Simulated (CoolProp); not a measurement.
Vapour-liquid equilibrium of toluene (1) + ethylbenzene (2) at 343.4 K; x and y are mole fractions of (1).

The numbers come from the multi-fluid Helmholtz-energy mixture model, Lemmon 2006 and Zhou 2012; pair parameters Bell 2016 in CoolProp.

```json
[
 {"x": "0.05", "bubble pressure (MPa)": "0.01225", "y at the bubble point": "0.114", "dew pressure at overall composition x (MPa)": "0.01177", "liquid density (mol/L)": "7.797"},
 {"x": "0.2", "bubble pressure (MPa)": "0.01459", "y at the bubble point": "0.369", "dew pressure at overall composition x (MPa)": "0.01296", "liquid density (mol/L)": "7.955"},
 {"x": "0.35", "bubble pressure (MPa)": "0.01684", "y at the bubble point": "0.553", "dew pressure at overall composition x (MPa)": "[?]", "liquid density (mol/L)": "8.119"},
 {"x": "0.5", "bubble pressure (MPa)": "0.01911", "y at the bubble point": "0.697", "dew pressure at overall composition x (MPa)": "0.01613", "liquid density (mol/L)": "8.288"},
 {"x": "0.65", "bubble pressure (MPa)": "0.02149", "y at the bubble point": "0.813", "dew pressure at overall composition x (MPa)": "0.01831", "liquid density (mol/L)": "8.464"},
 {"x": "0.8", "bubble pressure (MPa)": "0.02399", "y at the bubble point": "[?]", "dew pressure at overall composition x (MPa)": "0.02120", "liquid density (mol/L)": "8.645"},
 {"x": "0.95", "bubble pressure (MPa)": "0.02658", "y at the bubble point": "0.980", "dew pressure at overall composition x (MPa)": "0.02544", "liquid density (mol/L)": "[?]"}
]
```

### Question
Complete the blanks.

### Answer

- 0.35, dew pressure at overall composition x (MPa): 0.01439
- 0.8, y at the bubble point: 0.907
- 0.95, liquid density (mol/L): 8.829

No azeotrope shows between x = 0.05 and 0.95.

Pair parameters are fitted to limited data, so mixtures are less certain than the pure fluids.
